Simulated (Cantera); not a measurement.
Feed: 1 mol SiO2, a varied amount of CH4, 8.9 mol N2, held at 1850 K and 0.000770 bar.

Equilibrium computed with Cantera from the NASA thermochemical tables; the gas is ideal and each condensed phase is pure. Candidate condensed phases: C, C6H6, C7H8, C8H18, H2O, Si, SiC, SiO2, Si2N2O, Si3N4; 151 gas species. The tables' values for SiN, SiO2 are old estimates; treat these amounts as uncertain. The tables hold silica as quartz up to 1696 K and as liquid above; real silica turns to tridymite and cristobalite and melts near 1996 K. Kinetics and transport are ignored.

x: gas mole fraction; n: condensed amount in mol.

```tsv
n(CH4) (mol)	x N2	x H2	x CO	x SiO	x H	x H2O	n SiO2(condensed)	n SiC(s)
0.45	0.820	0.0705	0.0401	0.0527	0.00516	0.00982	___	0
0.61	0.773	0.0925	0.0515	0.0650	0.00591	0.0105	___	0
0.83	0.717	0.119	0.0653	0.0794	0.00670	0.0110	___	0
1.1	0.675	0.163	0.0810	0.0706	0.00783	2.66e-8	0	0.0276
1.5	0.636	0.210	0.0904	0.0525	0.00889	3.12e-8	0	0.230
2.1	0.585	0.271	0.103	0.0290	0.0101	3.19e-8	0	0.533
2.8	0.535	0.331	0.114	0.00623	0.0112	1.91e-8	0	0.884
```

Question: Fill in the missing entries.

Answer: 
- 0.45, n SiO2(condensed): 0.427
- 0.61, n SiO2(condensed): 0.252
- 0.83, n SiO2(condensed): 0.0134
